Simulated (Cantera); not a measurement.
# Adiabatic ignition

An adiabatic, constant-volume homogeneous reactor starts with CH4 : C2H6 : O2 : N2 = 1 : 0.19 : 1.27 : 4.77 (molar parts), at 1150 K and 37000 Pa.

Model: GRI-Mech 3.0 (53 species, 325 reactions), integrated in Cantera.

```tsv
t (s)	T (K)	P (bar)	x CH4	x C2H6	x O2	x NO	x NO2
8.00e-6	1150	0.370	0.138	0.0263	0.176	<1e-12	<1e-12
1.74e-5	1150	0.370	0.138	0.0263	0.176	<1e-12	<1e-12
3.80e-5	1150	0.370	0.138	0.0263	0.176	<1e-12	<1e-12
8.28e-5	1150	0.370	0.138	0.0263	0.176	<1e-12	<1e-12
0.000180	1150	0.370	0.138	0.0263	0.176	<1e-12	<1e-12
0.000393	1150	0.370	0.138	0.0263	0.176	<1e-12	<1e-12
0.000857	1150	0.370	0.138	0.0263	0.176	<1e-12	<1e-12
0.00187	1150	0.370	0.138	0.0262	0.176	<1e-12	<1e-12
0.00407	1150	0.370	0.138	0.0261	0.175	<1e-12	<1e-12
0.00887	1163	0.375	0.136	0.0241	0.173	<1e-12	<1e-12
0.0193	2466	0.962	2.21e-11	<1e-12	1.19e-5	0.000236	1.60e-9
0.0421	2467	0.962	2.15e-11	<1e-12	1.20e-5	0.000145	9.85e-10
0.0918	2467	0.962	2.15e-11	<1e-12	1.20e-5	0.000137	9.33e-10
0.200	2467	0.962	2.15e-11	<1e-12	1.20e-5	0.000137	9.33e-10
```
x: mole fraction; the columns are a selection and need not sum to one.

| Quantity | Value |
|---|---|
| time of steepest temperature rise | 12.9 ms |
| temperature at 0.200 s | 2467 K |
| equilibrium temperature | 2467 K |
| x(CH4) at 0.200 s | 2.15e-11 (gas-phase equilibrium 2.41e-11) |
| x(C2H6) at 0.200 s | <1e-12 (gas-phase equilibrium <1e-12) |
| x(O2) at 0.200 s | 1.20e-5 (gas-phase equilibrium 1.20e-5) |
